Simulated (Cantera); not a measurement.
Feed: 1 mol CF4, 0.025 mol CH4, 0.015 mol HCl, equilibrated at 10.0 mbar.

These are equilibrium values from Cantera (NASA tables, ideal gas, pure condensed phases), not measurements of a reactor. Candidate condensed phases: C, C6H6, C7H8, C8H18; 118 gas species. Gases not in the tables: C2F6 and larger saturated fluorocarbons. Kinetics and transport are ignored. All values below are at 902 °C.

Base state: CF4 0.888, HF 0.100, HCl 0.00508, Cl2 0.00233, CClF3 0.00223, Cl 0.00175 (mole fractions); condensed: C(graphite).

**Question.** What changes in the equilibrium state with this change: CF4 replaced by CH3Cl?

**Answer.** 
| species | before | after |
|---|---|---|
| H2 | <1e-9 | 0.508 |
| HCl | 0.00508 | 0.492 |
| CH4 | <1e-9 | 4.95e-5 |
| CF4 | 0.888 | 0 |
| HF | 0.100 | 0 |
| Cl2 | 0.00233 | <1e-9 |
| CClF3 | 0.00223 | 0 |
| Cl | 0.00175 | 7.38e-7 |
| C(graphite), mol | 0.0517 | 1.02 |
